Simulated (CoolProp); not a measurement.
Vapour-liquid equilibrium of R143a (1) + R1234yf (2) at 135 kPa; x and y are mole fractions of (1).

Computed with CoolProp (multi-fluid Helmholtz-energy mixture model, Lemmon and Jacobsen 2000 and Lemmon 2022; pair parameters Bell 2016).

```csv
x,"bubble temperature, mixture model (°C)","bubble temperature, Raoult's law (°C)","y, mixture model","y, Raoult's law"
0.05,-24.2,-24.0,[?],0.100
0.125,-26.3,-25.9,0.239,0.234
0.2,-28.2,-27.6,0.353,0.350
0.275,-29.8,-29.3,0.450,0.451
0.35,[?],-30.8,0.535,0.540
0.425,-32.8,-32.2,[?],0.618
0.5,-34.1,-33.6,[?],0.688
0.575,-35.3,-34.9,0.737,0.750
0.65,-36.4,-36.1,[?],0.805
0.725,[?],-37.2,0.843,0.855
0.8,[?],-38.3,0.890,0.900
0.875,-39.5,-39.4,0.933,0.941
0.95,-40.4,-40.4,[?],0.977
```

### Question
What belongs in the gaps?

### Answer

- 0.05, y, mixture model: 0.104
- 0.35, bubble temperature, mixture model (°C): -31.4
- 0.425, y, mixture model: 0.610
- 0.5, y, mixture model: 0.677
- 0.65, y, mixture model: 0.792
- 0.725, bubble temperature, mixture model (°C): -37.5
- 0.8, bubble temperature, mixture model (°C): -38.5
- 0.95, y, mixture model: 0.974

The largest gap from Raoult's law is -0.6 K in bubble temperature, at x = 0.35. No azeotrope shows between x = 0.05 and 0.95.

The pair parameters rest on a limited set of measurements; away from them the model extrapolates.
